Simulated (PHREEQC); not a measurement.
Synthetic water in mg/kgw, 20 °C, pH 5.81, pe 2.9: Na 35.7; K 27.9; Ca 1.95; Mg 6.27; Cl 8.49; S(6) as SO4 116; Alkalinity as HCO3 16.8; F 0.366; B 0.0459.

Valence states are taken as typed.

Computed with PHREEQC (ion-association model, phreeqc.dat).

- ionic strength = 0.00426 mol/kgw
- specific conductance = 311 µS/cm
- charge-balance error = -1.2 %

```tsv
species	molality	activity	log γ
Na+	0.00155	0.00144	-0.030
SO4-2	0.00116	0.000881	-0.119
CO2	0.000962	0.000963	0.000
K+	0.000709	0.000661	-0.031
HCO3-	0.000276	0.000258	-0.030
Cl-	0.000239	0.000223	-0.031
Mg+2	0.000226	0.000172	-0.117
Ca+2	4.36e-5	3.31e-5	-0.119
MgSO4	3.12e-5	3.13e-5	0.000
F-	1.90e-5	1.77e-5	-0.031
NaSO4-	6.61e-6	6.17e-6	-0.030
CaSO4	5.00e-6	5.00e-6	0.000
H3BO3	4.24e-6	4.25e-6	0.000
```

No solid was allowed to form. Species that the database lacks are ignored. Real BF4- forms and hydrolyses slowly; the run takes it at equilibrium.
